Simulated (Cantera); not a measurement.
What does this Cantera script print?

```python
import numpy as np
import cantera as ct

gas_names = """
    Hg N NO NO2 NO3 N2 N2O O O2 O3
""".split()
cond_names = """
    Hg(cr) Hg(L) HgO(s)
""".split()


# ... load() reads the species with a 1 bar reference pressure and builds the phases ...
atoms = {
    'HgO': {'Hg': 1, 'O': 1},
    'N2': {'N': 2},
}
top_T = {}  # K; cautious upper limits of use, not melting points


# ... equilibrate(T, P, feed) seeds the gas with the atoms and calls Mixture.equilibrate('TP', solver="vcs", rtol=1e-11, max_steps=5000) ...
results = []
feed = {'HgO': 1, 'N2': 3.7}  # mol
T = 1173  # K
P = 790  # Pa
mix = equilibrate(T, P, feed)
results.append((T, P, feed, dict(zip(mix.species_names, mix.species_moles))))
x = sorted(zip(gas.X, gas.species_names), reverse=True)
print(f"T = {T:g} K  P = {P:g} Pa  gas = {mix.phase_moles(0):.4g} mol")
print("   x: " + "  ".join(f"{s} {v:.3e}" for v, s in x if v > 0.0001))
print("   condensed (mol): " + ("  ".join(f"{mix.phase(i).name} {mix.phase_moles(i):.4g}"
      for i in range(1, mix.n_phases) if mix.phase_moles(i) > 1e-12) or "none"))
```

It prints:

```
T = 1173 K  P = 790 Pa  gas = 5.2 mol
   x: N2 7.115e-01  Hg 1.923e-01  O2 9.610e-02  NO 1.018e-04
   condensed (mol): none
```

Cantera equilibrium calculation (NASA polynomials, part measured and part estimated; ideal gas, pure solids and liquids).
